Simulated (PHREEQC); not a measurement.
A solution holds 170 mmol/kgw H2SO4, 65 mmol/kgw CuSO4 and 33 mmol/kgw KCl, at 25 °C. Closed to the air; pH follows from the charge balance.

All values are PHREEQC results (ion-association model, wateq4f.dat), not measurements.

### Question
The ionic strength comes out as 0.370 mol/kgw. What activity coefficients do HSO4-, K+, KSO4-, Cu+2, Cl- get?

### Answer
HSO4- 0.69, K+ 0.67, KSO4- 0.71, Cu+2 0.27, Cl- 0.67.

This is a speciation only: nothing precipitates in the calculation. Complexes and solids missing from the database can't appear.
